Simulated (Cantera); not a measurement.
A closed system holds: 1 mol Si, 0.27 mol O₂, 2.7 mol N₂, at 1523.15 K and 74000 Pa.

Method: chemical equilibrium by Gibbs-energy minimisation in Cantera with the NASA 1993 tables (ideal gas, pure condensed phases). Candidate condensed phases: Si, SiO₂, Si₂N₂O, Si₃N₄; 16 gas species. Mutual solubility and eutectic melting of coexisting phases are not modelled. The tables hold silica as quartz up to 1696 K and as liquid above; real silica turns to tridymite and cristobalite and melts near 1996 K. The numbers say what is thermodynamically allowed, not how fast it happens.

Base state: N₂ 1.000 (mole fractions); condensed: SiO₂(β-quartz) + Si₂N₂O(s).

Problem. What changes in the equilibrium state with this change: Si replaced by Si₃N₄?

Solution. 
```csv
species,before,after
N₂,1.000,1.00
"SiO₂(β-quartz), mol",0.0267,0
"Si₂N₂O(s), mol",0.487,0.540
"Si₃N₄(s), mol",0,0.640
```
